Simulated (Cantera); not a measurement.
Input (Python, Cantera) and output of one run.

```python
import numpy as np
import cantera as ct

gas_names = """
    Cr CrN CrO CrO2 CrO3 H HNO HNO2 HNO3 HO2 H2 H2O H2O2 N NH NH2 NH3 NH2OH NO NO2 NO3 N2 N2H2 N2H4 N2O
    O OH O2 O3
""".split()
cond_names = """
    Cr(cr) Cr(L) CrN(s) Cr2N(s) Cr2O3(s) Cr2O3(L) H2O(s) H2O(L)
""".split()


# ... load() reads the species with a 1 bar reference pressure and builds the phases ...
atoms = {
    'Cr': {'Cr': 1},
    'N2O': {'N': 2, 'O': 1},
    'H2': {'H': 2},
}
top_T = {'CrN(s)': 1900, 'Cr2N(s)': 1900}  # K; cautious upper limits of use, not melting points


# ... equilibrate(T, P, feed) seeds the gas with the atoms and calls Mixture.equilibrate('TP', solver="vcs", rtol=1e-11, max_steps=5000) ...
results = []
feed = {'Cr': 1, 'N2O': 2.5, 'H2': 180}  # mol
T = 1473  # K
P = 2.3  # Pa
mix = equilibrate(T, P, feed)
results.append((T, P, feed, dict(zip(mix.species_names, mix.species_moles))))
print(gas.report(threshold=1e-06))
for i in range(1, mix.n_phases):
    print(f"{mix.phase(i).name:16s} {mix.phase_moles(i):12.5e} mol")
```

Output:

```
       temperature   1473 K
          pressure   2.3 Pa
           density   4.7261e-07 kg/m^3
  mean mol. weight   2.5166 kg/kmol
   phase of matter   gas

                          1 kg             1 kmol
                     ---------------   ---------------
          enthalpy        1.3829e+07        3.4802e+07  J
   internal energy        8.9625e+06        2.2555e+07  J
           entropy         1.071e+05        2.6953e+05  J/K
    Gibbs function       -1.4393e+08       -3.6221e+08  J
 heat capacity c_p             12853             32344  J/K
 heat capacity c_v            9548.6             24030  J/K

                      mass frac. Y      mole frac. X     chem. pot. / RT
                     ---------------   ---------------   ---------------
                Cr          0.016817        0.00081392           -8.3062
               CrO        4.4628e-05        1.6517e-06           -40.697
                 H          0.001044         0.0026064           -14.627
                H2           0.78204           0.97622           -29.254
               H2O          0.047884         0.0066891           -61.645
                N2           0.15217           0.01367           -40.929
     [  +23 minor]        3.3307e-06        4.7182e-07

Cr(cr)            0.00000e+00 mol
CrN(s)            0.00000e+00 mol
Cr2N(s)           0.00000e+00 mol
Cr2O3(s)          4.25420e-01 mol
```

Equilibrium computed with Cantera from the NASA thermochemical tables; the gas is ideal and each condensed phase is pure.
